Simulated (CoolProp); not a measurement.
Vapour-liquid equilibrium of R113 (1) + n-heptane (2) at 0.00248 MPa; x and y are mole fractions of (1).

The numbers come from the multi-fluid Helmholtz-energy mixture model, Marx 1992 and Span 2003; pair parameters Bell 2016 in CoolProp.

Question: Give the bubble temperature and the first vapour's composition at x = 0.2, 0.5, 0.95. Is there an azeotrope?

Answer: x = 0.2: 259.2 K, y = 0.801; x = 0.5: 248.6 K, y = 0.937; x = 0.95: 241.8 K, y = 0.994. No azeotrope shows between x = 0.05 and 0.95.

Pair parameters are fitted to limited data, so mixtures are less certain than the pure fluids.
